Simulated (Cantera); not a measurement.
Cantera run, input and output.

```python
import numpy as np
import cantera as ct

gas = ct.Solution("gri30.yaml")
gas.TPX = 475, 29000, {'C3H8': 1, 'O2': 3.57, 'N2': 13.4}
flame = ct.FreeFlame(gas, width=0.095)
flame.set_refine_criteria(ratio=3, slope=0.08, curve=0.16)
flame.transport_model = "mixture-averaged"
flame.solve(loglevel=0, auto=True)
flame.transport_model = "multicomponent"
flame.soret_enabled = True
flame.solve(loglevel=0, refine_grid=True)
z, T = flame.grid, flame.T
thick = (T[-1] - T[0]) / np.gradient(T, z).max()
show = ['C3H8', 'O2', 'C2H2', 'NO', 'HO2', 'HCO']
print(f"laminar burning velocity  {flame.velocity[0] * 100:.3f} cm/s")
print(f"burnt temperature         {T[-1]:.1f} K")
print(f"thermal thickness         {thick * 1e3:.4f} mm")
print(f"grid points               {len(z)}")
z0 = z[flame.heat_release_rate.argmax()]
print(f"{'z/mm':>9s}{'T/K':>9s}{'u/(m/s)':>9s}" + "".join(f"{s:>11s}" for s in show))
rows = []
for k in (-3, -2, -1.5, -1, -0.5, -0.25, 0, 0.25, 0.5, 1, 2, 4, 8):
    zz = z0 + k * thick
    rows.append([k * thick, np.interp(zz, z, T), np.interp(zz, z, flame.velocity),
                 *(np.interp(zz, z, flame.X[gas.species_index(s)]) for s in show)])
    print(f"{rows[-1][0] * 1e3:9.3f}{rows[-1][1]:9.1f}{rows[-1][2]:9.3f}" + "".join(f"{x:11.3e}" for x in rows[-1][3:]))
```

Result:

```
laminar burning velocity  92.323 cm/s
burnt temperature         2142.0 K
thermal thickness         0.9860 mm
grid points               154
     z/mm      T/K  u/(m/s)       C3H8         O2       C2H2         NO        HO2        HCO
   -2.958    475.1    0.925  5.557e-02  1.983e-01  7.186e-08  5.645e-10  6.484e-08  2.450e-18
   -1.972    476.9    0.931  5.544e-02  1.975e-01  1.455e-06  8.536e-09  9.504e-07  7.853e-15
   -1.479    485.0    0.951  5.536e-02  1.960e-01  9.827e-06  4.717e-08  4.908e-06  1.482e-12
   -0.986    549.3    1.089  5.510e-02  1.887e-01  1.050e-04  4.015e-07  2.770e-05  1.113e-09
   -0.493    958.5    1.983  3.919e-02  1.446e-01  1.198e-03  3.646e-06  7.777e-05  9.832e-07
   -0.246   1354.2    2.932  1.264e-02  9.692e-02  3.016e-03  8.042e-06  1.915e-04  3.606e-05
    0.000   1718.6    3.841  4.429e-04  4.918e-02  5.010e-03  1.591e-05  1.028e-04  9.562e-05
    0.246   1915.8    4.318  9.919e-07  2.081e-02  2.842e-03  2.863e-05  1.260e-05  4.285e-05
    0.493   1987.2    4.479  3.587e-10  8.526e-03  7.792e-04  4.238e-05  1.660e-06  1.109e-05
    0.986   2018.4    4.534  6.864e-16  2.213e-03  3.941e-05  6.060e-05  2.719e-07  5.483e-07
    1.972   2031.0    4.548  8.615e-17  1.114e-03  2.277e-07  7.325e-05  1.582e-07  8.861e-08
    3.944   2044.0    4.571 -1.214e-18  9.233e-04  1.199e-10  7.860e-05  1.352e-07  7.957e-08
    7.888   2062.7    4.607  4.590e-19  7.239e-04  1.150e-14  8.126e-05  1.100e-07  6.987e-08
```

Cantera simulation using GRI-Mech 3.0 (53 species, 325 reactions); the numbers are that mechanism's predictions, not measurements. GRI-Mech 3.0 was tuned for natural gas; its chemistry of propane as a main component is partial and can be far from experiment. Burning velocities carry a grid error of a few per cent, more on coarse grids.
